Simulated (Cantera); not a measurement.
Mixture: H₂ : O₂ : N₂ = 1 : 0.37 : 1.94 (molar parts), equivalence ratio 1.4, at 25.7 atm, adiabatic and at constant volume. Ignition delay is the time to a rise of 400 K.

Computed with Cantera and the H2/O2 subset of GRI-Mech 3.0, which has no nitrogen chemistry. The hydrogen kinetics of GRI-Mech 3.0 are dated; newer H2 mechanisms differ, most at raised pressure. The pressure lies above the range GRI-Mech 3.0 was tuned for (to about 10 atm).

Predict: delay at 1075 K; delay at 1175 K; delay at 1275 K; delay at 1375 K; delay at 1475 K; apparent activation energy between 1425 and 1525 K.


| Property | Result |
|---|---|
| delay at 1075 K | 1.06 ms |
| delay at 1175 K | 0.172 ms |
| delay at 1275 K | 29.7 µs |
| delay at 1375 K | 4.21 µs |
| delay at 1475 K | 1.11 µs |
| apparent activation energy between 1425 and 1525 K | 150 kJ/mol |
